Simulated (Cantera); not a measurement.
Input (Python, Cantera):

```python
import numpy as np
import cantera as ct

gas = ct.Solution("gri30.yaml")
gas.TPX = 1273, 27000, {'N2O': 1}
inlet = ct.Reservoir(gas, clone=True)

reactor = ct.IdealGasConstPressureReactor(gas, energy="off", clone=False)
exhaust = ct.Reservoir(gas, clone=True)
tau = [13, 3.5, 0.98, 0.27, 0.077, 0.022, 0.006, 0.0017, 0.00047][0]
for a, b in ((inlet, reactor), (reactor, exhaust)):
    ct.MassFlowController(a, b, mdot=lambda t: reactor.mass / tau)
net = ct.ReactorNet([reactor])
show = ['N2O', 'O2', 'N2', 'O', 'NO']

rows = []
print(f"{'tau/s':>10s}{'T/K':>9s}" + "".join(f"{s:>11s}" for s in show))
for tau in [13, 3.5, 0.98, 0.27, 0.077, 0.022, 0.006, 0.0017, 0.00047]:
    net.initial_time = 0.0
    net.advance(30 * tau)
    before = gas.X
    net.advance(40 * tau)
    drift = np.max(np.abs(gas.X - before) / (gas.X + 1e-9))
    rows.append([gas.T, *gas[show].X, drift])
    print(f"{tau:10.3e}{gas.T:9.1f}" + "".join(f"{x:11.3e}" for x in gas[show].X))
```

It prints:

```
     tau/s      T/K        N2O         O2         N2          O         NO
 1.300e+01   1273.0  9.545e-02  2.704e-01  5.720e-01  3.193e-06  6.199e-02
 3.500e+00   1273.0  2.581e-01  2.170e-01  4.644e-01  4.259e-06  6.022e-02
 9.800e-01   1273.0  5.384e-01  1.336e-01  2.876e-01  4.882e-06  4.032e-02
 2.700e-01   1273.0  8.051e-01  5.620e-02  1.212e-01  5.134e-06  1.747e-02
 7.700e-02   1273.0  9.350e-01  1.873e-02  4.042e-02  5.211e-06  5.876e-03
 2.200e-02   1273.0  9.805e-01  5.619e-03  1.213e-02  5.231e-06  1.768e-03
 6.000e-03   1273.0  9.946e-01  1.552e-03  3.355e-03  5.225e-06  4.891e-04
 1.700e-03   1273.0  9.985e-01  4.384e-04  9.511e-04  5.189e-06  1.382e-04
 4.700e-04   1273.0  9.996e-01  1.182e-04  2.601e-04  5.055e-06  3.728e-05
```

Cantera simulation using GRI-Mech 3.0 (53 species, 325 reactions); the numbers are that mechanism's predictions, not measurements. GRI-Mech 3.0 was tuned for natural gas; its chemistry of N2O as a main component is partial and can be far from experiment. The mechanism lacks the step 2 NO + O2 → 2 NO2, which can matter for NO2 below about 1400 K. The temperature is held fixed by assumption; the heat of reaction is taken as removed at once.
